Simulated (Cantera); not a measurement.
Thermodynamics of silicon oxide and oxynitride deposition, feed TEOS + O2 + N2

Feed: 1 mol TEOS, 0.21 mol O2, 37 mol N2, at 15.0 Pa.

Cantera equilibrium calculation (NASA polynomials, part measured and part estimated; ideal gas, pure solids and liquids). Candidate condensed phases: C, C6H6, C7H8, C8H18, H2O, Si, SiC, SiO2, Si2N2O, Si3N4; 151 gas species. The feed counts by its element totals alone. N2 is the only nitrogen source here; it is nearly inert below about 1500 K, so the nitride shown seldom forms there in practice. Equilibrium is a limit: real reactors are often held back by kinetics, nucleation or transport.

| T (K) | x N2 | x H2 | x CO | x H | x HCN | x SiO | n C(graphite) | n Si2N2O(s) | n SiC(s) |
|---|---|---|---|---|---|---|---|---|---|
| 1025 | 0.724 | 0.198 | 0.0777 | 1.58e-7 | 2.91e-6 | 1.31e-9 | 4.08 | 0.500 | 0 |
| 1100 | 0.724 | 0.198 | 0.0777 | 9.40e-7 | 8.42e-6 | 3.78e-8 | 4.08 | 0.500 | 0 |
| 1175 | 0.724 | 0.198 | 0.0777 | 4.46e-6 | 2.13e-5 | 7.04e-7 | 4.08 | 0.500 | 0 |
| 1250 | 0.724 | 0.198 | 0.0777 | 1.76e-5 | 4.80e-5 | 9.19e-6 | 4.08 | 0.500 | 0 |
| 1325 | 0.719 | 0.194 | 0.0859 | 5.89e-5 | 9.76e-5 | 7.33e-5 | 2.58 | 0 | 0.996 |
| 1400 | 0.719 | 0.194 | 0.0858 | 0.000175 | 0.000186 | 0.000107 | 2.58 | 0 | 0.994 |
| 1475 | 0.719 | 0.194 | 0.0858 | 0.000466 | 0.000330 | 0.000151 | 2.58 | 0 | 0.992 |
| 1550 | 0.719 | 0.194 | 0.0857 | 0.00113 | 0.000555 | 0.000206 | 2.57 | 0 | 0.989 |
| 1625 | 0.718 | 0.193 | 0.0856 | 0.00253 | 0.000886 | 0.000272 | 2.56 | 0 | 0.985 |
| 1700 | 0.717 | 0.191 | 0.0854 | 0.00525 | 0.00135 | 0.000350 | 2.55 | 0 | 0.978 |
| 1775 | 0.715 | 0.187 | 0.0851 | 0.0102 | 0.00198 | 0.000439 | 2.53 | 0 | 0.960 |
x: gas mole fraction; n: condensed amount in mol.

From 1025 K to 1250 K the condensed part is C(graphite) + Si2N2O(s). From 1325 K to 1775 K the condensed part is C(graphite) + SiC(s).
